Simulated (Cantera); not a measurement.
## Silicon epitaxy and polysilicon growth: Si3H8 + H2

A closed system holds: 1 mol Si3H8, 47 mol H2, equilibrated at 8.30 mbar.

Equilibrium computed with Cantera from the NASA thermochemical tables; the gas is ideal and each condensed phase is pure. Candidate condensed phases: Si; 9 gas species. The feed counts by its element totals alone. Gases not in the tables: Si2H6 and higher silanes. Rates play no part.

```csv
T (°C),log p H2,log p H,log p Si,log p SiH,log p SiH2,n Si(s),n Si(l)
975,-2.08,-7.37,-11.11,-11.10,-9.60,3.00,0
1050,-2.08,-6.84,-10.05,-10.23,-9.03,3.00,0
1125,-2.08,-6.37,-9.11,-9.45,-8.52,3.00,0
1200,-2.08,-5.94,-8.26,-8.75,-8.06,3.00,0
1275,-2.08,-5.55,-7.50,-8.12,-7.65,3.00,0
1350,-2.08,-5.20,-6.81,-7.54,-7.27,3.00,0
1425,-2.08,-4.88,-6.18,-7.03,-6.94,0,2.99
1500,-2.08,-4.59,-5.67,-6.62,-6.69,0,2.98
```
log p: log10 of the partial pressure in bar; n: condensed amount in mol.

From 975 °C to 1350 °C the condensed part is Si(s). From 1425 °C to 1500 °C the condensed part is Si(l). The main Si-bearing gas is SiH2 at 975 °C and Si at 1500 °C.
